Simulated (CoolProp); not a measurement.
Computed with CoolProp (reference Helmholtz-energy equation of state, Lemmon 2006). It is a short technical equation, of lower accuracy than the large ones.

Problem. For CH3F (R41), give the phase and the cp (kJ/(kg K)), speed of sound (m/s) at 88.25 °C and 537 kPa; 88.25 °C and 2680 kPa; 88.25 °C and 2950 kPa.

Solution. 
- 88.25 °C and 537 kPa: gas; cp 1.26, speed of sound 328
- 88.25 °C and 2680 kPa: gas; cp 1.48, speed of sound 309
- 88.25 °C and 2950 kPa: gas; cp 1.51, speed of sound 307
